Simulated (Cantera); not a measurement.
Predominance diagram of Ca at 825 K against the partial pressures of O₂ and Cl₂ (log10, bar). Standard-state values (1 bar) from the NASA 1993 polynomials, evaluated with Cantera. Candidates: Ca(s), CaCl₂(s), CaO(s). Only these pure phases compete in this equilibrium. Not in the tables: oxide halides.

Which phase is stable at these pairs, and which metal-bearing vapour leads over it? (-14.9, 0); (-16.1, -8); (-12.4, -18); (-21, -8); (-19.8, -8); (-14.9, -8); (-21, -20)


```csv
log p(O₂),log p(Cl₂),phase,chief vapour,log p (bar)
-14.9,0,CaCl₂(s),CaCl₂,-11.1
-16.1,-8,CaCl₂(s),CaCl₂,-11.1
-12.4,-18,CaO(s),CaCl₂,-15.4
-21,-8,CaCl₂(s),CaCl₂,-11.1
-19.8,-8,CaCl₂(s),CaCl₂,-11.1
-14.9,-8,CaCl₂(s),CaCl₂,-11.1
-21,-20,CaO(s),CaCl₂,-13.1
```
